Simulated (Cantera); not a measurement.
A perfectly stirred reactor is fed with H2 : O2 : N2 : H2O = 1 : 0.658 : 7.89 : 0.35 (molar parts), equivalence ratio 0.76, at 760 Torr; it is adiabatic with a 375 K inlet, and is followed from long to short residence time, starting on the burning branch (τ in s: 0.26, 0.099, 0.038, 0.015, 0.0057, 0.0022, 0.00084, 0.00033, 0.00013, 4.8e-05, 1.9e-05, 7.2e-06).

Model: the H2/O2 subset of GRI-Mech 3.0, which has no nitrogen chemistry, integrated in Cantera.

x: mole fraction; the columns are a selection and need not sum to one.

| τ (s) | T (K) | x H2 | x O2 | x H2O2 | x O | x H | x HO2 |
|---|---|---|---|---|---|---|---|
| 0.26 | 1169 | 0.000379 | 0.0170 | … | 1.21e-5 | 9.88e-6 | 7.05e-6 |
| 0.099 | 1167 | 0.000695 | 0.0171 | … | 2.48e-5 | 2.54e-5 | 9.85e-6 |
| 0.038 | 1162 | 0.00126 | 0.0174 | … | 4.87e-5 | 6.37e-5 | 1.28e-5 |
| 0.015 | 1153 | 0.00229 | 0.0179 | … | 8.92e-5 | 0.000152 | 1.57e-5 |
| 0.0057 | 1135 | 0.00442 | 0.0189 | 2.27e-6 | 0.000153 | 0.000353 | 1.92e-5 |
| 0.0022 | 1084 | 0.0110 | 0.0222 | 2.17e-6 | 0.000193 | 0.000655 | 2.65e-5 |
| 0.00084 | 375 | 0.101 | 0.0665 | <1e-12 | <1e-12 | <1e-12 | <1e-12 |
| 0.00033 | 375 | 0.101 | 0.0665 | <1e-12 | <1e-12 | <1e-12 | <1e-12 |
| 0.00013 | 375 | 0.101 | 0.0665 | <1e-12 | <1e-12 | <1e-12 | <1e-12 |
| 4.8e-5 | 375 | 0.101 | 0.0665 | <1e-12 | <1e-12 | <1e-12 | <1e-12 |
| 1.9e-5 | 375 | 0.101 | 0.0665 | <1e-12 | <1e-12 | <1e-12 | <1e-12 |
| 7.2e-6 | 375 | 0.101 | 0.0665 | <1e-12 | <1e-12 | <1e-12 | <1e-12 |

**Question.** Fill in the missing entries.

**Answer.** 
- 0.26, x H2O2: 6.49e-7
- 0.099, x H2O2: 1.02e-6
- 0.038, x H2O2: 1.46e-6
- 0.015, x H2O2: 1.91e-6
